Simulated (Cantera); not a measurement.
What does this Cantera script print?

```python
import numpy as np
import cantera as ct

gas = ct.Solution("h2o2.yaml")
gas.TPX = 1198, 100000, {'H2': 1.8, 'O2': 1, 'N2': 4.9}
reactor = ct.IdealGasConstPressureReactor(gas, energy="off", clone=False)
net = ct.ReactorNet([reactor])
net.rtol, net.atol = 1e-08, 1e-18
show = ['H2', 'O2', 'H2O2', 'O', 'HO2']
times = np.geomspace(6e-06, 50, 14)

steps = ct.SolutionArray(gas, extra=["t"])
rows = []
print(f"{'t/s':>10s}{'T/K':>9s}{'P/Pa':>11s}" + "".join(f"{s:>11s}" for s in show))
for t in times:
    while net.time < t:
        t_next = net.step()
        steps.append(gas.state, t=t_next)
    rows.append([np.interp(t, steps.t, y) for y in (steps.T, steps.P, *steps(*show).X.T)])
    print(f"{t:10.3e}{rows[-1][0]:9.1f}{rows[-1][1]:11.4g}" + "".join(f"{x:11.3e}" for x in rows[-1][2:]))
rate = np.gradient(steps.T, steps.t)
print("integrator steps:", len(steps.t))
if steps.T.max() > steps.T[0] + 200:
    print(f"time of steepest temperature rise: {steps.t[rate.argmax()]:.4e} s")
gas.TPX = 1198, 100000, {'H2': 1.8, 'O2': 1, 'N2': 4.9}
gas.equilibrate("TP")
print(f"equilibrium (TP): T = {gas.T:.1f} K  " + "  ".join(f"{s} {gas[s].X[0]:.3e}" for s in show))
```

Result:

```
       t/s      T/K       P/Pa         H2         O2       H2O2          O        HO2
 6.000e-06   1198.0      1e+05  2.338e-01  1.299e-01  5.768e-11  3.570e-09  1.533e-08
 2.044e-05   1198.0      1e+05  2.338e-01  1.299e-01  2.538e-09  3.336e-07  4.860e-07
 6.965e-05   1198.0      1e+05  4.493e-02  4.191e-02  7.628e-06  5.738e-03  5.394e-05
 2.373e-04   1198.0      1e+05  4.169e-03  1.662e-02  5.065e-06  2.516e-04  2.274e-05
 8.084e-04   1198.0      1e+05  6.887e-04  1.499e-02  1.508e-06  2.158e-05  1.097e-05
 2.754e-03   1198.0      1e+05  1.077e-04  1.474e-02  2.858e-07  2.097e-06  2.798e-06
 9.384e-03   1198.0      1e+05  1.039e-05  1.470e-02  5.983e-08  2.964e-07  3.291e-07
 3.197e-02   1198.0      1e+05  6.190e-07  1.470e-02  1.536e-08  6.515e-08  2.954e-08
 1.089e-01   1198.0      1e+05  1.120e-07  1.470e-02  4.412e-09  1.787e-08  7.024e-09
 3.711e-01   1198.0      1e+05  3.973e-08  1.471e-02  1.478e-09  5.838e-09  3.353e-09
 1.264e+00   1198.0      1e+05  2.733e-08  1.471e-02  7.992e-10  3.107e-09  2.914e-09
 4.308e+00   1198.0      1e+05  2.678e-08  1.471e-02  7.554e-10  2.932e-09  2.905e-09
 1.468e+01   1198.0      1e+05  2.678e-08  1.471e-02  7.554e-10  2.932e-09  2.905e-09
 5.000e+01   1198.0      1e+05  2.678e-08  1.471e-02  7.554e-10  2.932e-09  2.905e-09
integrator steps: 1959
equilibrium (TP): T = 1198.0 K  H2 2.678e-08  O2 1.471e-02  H2O2 7.554e-10  O 2.932e-09  HO2 2.905e-09
```

Detailed kinetics in Cantera: the H2/O2 subset of GRI-Mech 3.0, which has no nitrogen chemistry. The temperature is held fixed by assumption; the heat of reaction is taken as removed at once.
